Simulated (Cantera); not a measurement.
Charge: 1 mol B, 0.6 mol N₂, at 1352 °C and 0.100 bar.

These are equilibrium values from Cantera (NASA tables, ideal gas, pure condensed phases), not measurements of a reactor. Candidate condensed phases: B, BN; 5 gas species. Kinetics and transport are ignored.

Problem. What is the equilibrium state?

Solution. 
| Property | Result |
|---|---|
| x(N₂) | 1.00 |
| n(BN(s)) | 1.00 mol |
| gas amount | 0.1000 mol |
| log10 activity of B(s) (absent) | -2.96 |
